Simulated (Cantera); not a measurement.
Mixture: CH4 : C2H6 : C3H8 : O2 : N2 = 1 : 0.19 : 0.68 : 9.33 : 35.1 (molar parts), equivalence ratio 0.65, at 0.493 atm, adiabatic and at constant pressure. Ignition delay is the time to a rise of 400 K.

Cantera simulation using GRI-Mech 3.0 (53 species, 325 reactions); the numbers are that mechanism's predictions, not measurements. GRI-Mech 3.0 was tuned for natural gas; its chemistry of propane as a main component is partial and can be far from experiment.

### Question
What does this change do: pressure from 0.493 atm to 0.987 atm?

### Answer
```
quantity                                                before       after
--------------------------------------------------  ----------  ----------
delay at 1150 K                                        14.3 ms     9.73 ms
delay at 1250 K                                        2.49 ms     1.75 ms
delay at 1350 K                                       0.615 ms    0.418 ms
delay at 1450 K                                       0.213 ms    0.137 ms
delay at 1550 K                                        96.1 µs     58.7 µs
delay at 1650 K                                        52.7 µs     30.8 µs
apparent activation energy between 1450 and 1650 K  140 kJ/mol  150 kJ/mol
```

### Question
What does this change do: C2H6 0.19 to 0.12 parts?

### Answer
| quantity | before | after |
|---|---|---|
| delay at 1150 K | 14.3 ms | 18.3 ms |
| delay at 1250 K | 2.49 ms | 2.89 ms |
| delay at 1350 K | 0.615 ms | 0.667 ms |
| delay at 1450 K | 0.213 ms | 0.221 ms |
| delay at 1550 K | 96.1 µs | 98.1 µs |
| delay at 1650 K | 52.7 µs | 53.4 µs |
| apparent activation energy between 1450 and 1650 K | 140 kJ/mol | 140 kJ/mol |
